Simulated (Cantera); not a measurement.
What does this Cantera script print?

```python
import numpy as np
import cantera as ct

gas = ct.Solution("gri30.yaml")


def delay(T, t_max=10):
    gas.TPX = T, 370000, {'CH4': 1, 'CO': 0.09, 'O2': 4.54, 'N2': 17.1}
    reactor = ct.IdealGasConstPressureReactor(gas, clone=False)
    net = ct.ReactorNet([reactor])
    net.rtol, net.atol = 1e-8, 1e-16
    while net.time < t_max:
        t_old, T_old = net.time, reactor.T
        net.step()
        if reactor.T > T + 400:  # ignition: a rise of 400 K
            return t_old + (T + 400 - T_old) / (reactor.T - T_old) * (net.time - t_old)
    return np.nan


taus = []
for T in [1275, 1325, 1375, 1425, 1475, 1525]:
    taus.append(delay(T))
    print(f"T0 = {T:6g} K   tau = {taus[-1]:.4e} s")
```

It prints:

```
T0 =   1275 K   tau = 3.6189e-03 s
T0 =   1325 K   tau = 1.9866e-03 s
T0 =   1375 K   tau = 1.1289e-03 s
T0 =   1425 K   tau = 6.6375e-04 s
T0 =   1475 K   tau = 4.0379e-04 s
T0 =   1525 K   tau = 2.5411e-04 s
```

Detailed kinetics in Cantera: GRI-Mech 3.0 (53 species, 325 reactions).
